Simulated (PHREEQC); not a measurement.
PHREEQC input (ion-association model, phreeqc.dat):

```
SOLUTION 1
  temp 25
  units mol/kgw
  pH 7 charge
  Cl 0.049
  K 0.049
END
SELECTED_OUTPUT 1
  -reset false
  -pH true
  -pe true
  -ionic_strength true
  -water true
  -totals Cl K Hdg
  -molalities H+ K+ Cl- OH-
  -saturation_indices Sylvite
USER_PUNCH 1
  -headings p_Hdg(g) phi_Hdg(g) p_H2O(g) phi_H2O(g) density
  10 PUNCH PR_P("Hdg(g)"), PR_PHI("Hdg(g)"), PR_P("H2O(g)"), PR_PHI("H2O(g)"), RHO
PRINT
  -reset false
USE solution 1
REACTION_TEMPERATURE 1
  10
GAS_PHASE 1
  -fixed_pressure
  -pressure 200
  -temperature 10
  -volume 20
  Hdg(g) 200
  H2O(g) 0
END
# ... the last block is repeated for the other 8 points of T (°C)
```

Selected output (columns that matter, 9 of 9 rows; T (°C) added in front):

```
T (°C)	pH	mu	Cl	K	Hdg	m_H+	m_K+	m_Cl-	si_Sylvite	p_Hdg(g)	phi_Hdg(g)	p_H2O(g)	phi_H2O(g)	density
10	7.2171	0.049021	0.049021	0.049021	0.14603	7.0645e-08	0.049021	0.049021	-3.6515	199.97	1.0701	0.029323	0.48623	1.0076
20	7.0347	0.049036	0.049035	0.049035	0.13641	1.0774e-07	0.049035	0.049035	-3.7029	199.95	1.07	0.052162	0.51469	1.0059
30	6.8698	0.049059	0.049059	0.049059	0.13008	1.5789e-07	0.049059	0.049059	-3.7524	199.91	1.0697	0.089165	0.54156	1.0032
40	6.7203	0.049094	0.049094	0.049094	0.12629	2.2331e-07	0.049094	0.049094	-3.7997	199.85	1.0693	0.14701	0.56682	0.9997
50	6.5848	0.049146	0.049145	0.049145	0.12453	3.06e-07	0.049145	0.049145	-3.8448	199.77	1.0688	0.23455	0.59043	0.99554
60	6.4616	0.04922	0.049219	0.049219	0.12446	4.0755e-07	0.049219	0.049219	-3.8877	199.64	1.0683	0.36323	0.61237	0.99077
70	6.3498	0.049323	0.049322	0.049322	0.12587	5.2908e-07	0.049322	0.049322	-3.9284	199.45	1.0677	0.5474	0.6326	0.98545
80	6.2481	0.049463	0.049463	0.049463	0.12861	6.7109e-07	0.049463	0.049463	-3.9669	199.2	1.0671	0.80471	0.65109	0.97962
90	6.1557	0.049652	0.049651	0.049651	0.13258	8.3338e-07	0.049651	0.049651	-4.0033	198.84	1.0665	1.1564	0.66781	0.97331
```

Away from 25 °C the constants follow the database's enthalpies or fits; those with neither stay at their 25 °C values.
